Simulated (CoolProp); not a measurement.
Dimethyl carbonate at several states: density (kg/m³) from the reference equation and from simpler models built on Tc = 557.0 K, pc = 4909 kPa, ω = 0.346; each cubic takes its own stable root.

Model: reference Helmholtz-energy equation of state, Zhou 2011, in CoolProp.

```tsv
T (K)	p (kPa)	phase	reference
502.6	169	gas	3.705
517	804	gas	18.23
422.3	21.7	gas	0.5588
356	14500	liquid	1003
365.9	53.5	gas	1.608
405.9	1320	liquid	912.6
```

How far does each simpler model (van der Waals, Redlich-Kwong, Peng-Robinson) lie from the reference over these 6 states: mean and median of the absolute difference, and the worst?


- van der Waals: mean 13.9 %, median 1.1 %, worst -41.7 % at 405.9 K and 1320 kPa
- Redlich-Kwong: mean 5.0 %, median 0.3 %, worst -15.8 % at 405.9 K and 1320 kPa
- Peng-Robinson: mean 0.5 %, median 0.5 %, worst +1.1 % at 356 K and 14500 kPa
